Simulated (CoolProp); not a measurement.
Cyclohexane at 298.15 K and 0.00405 MPa is compressed adiabatically to 0.0151 MPa with isentropic efficiency 0.6. Each further row changes one setting.

The numbers come from the reference Helmholtz-energy equation of state, Zhou 2014 in CoolProp.

| case | work (kJ/kg) | final temperature (K) | final density (kg/m³) |
|---|---|---|---|
| as stated | 67.6 | 347.1 | 0.443 |
| efficiency 1 | 40.6 | 328.7 | 0.468 |
| efficiency 0.65 | 62.4 | 343.6 | 0.447 |
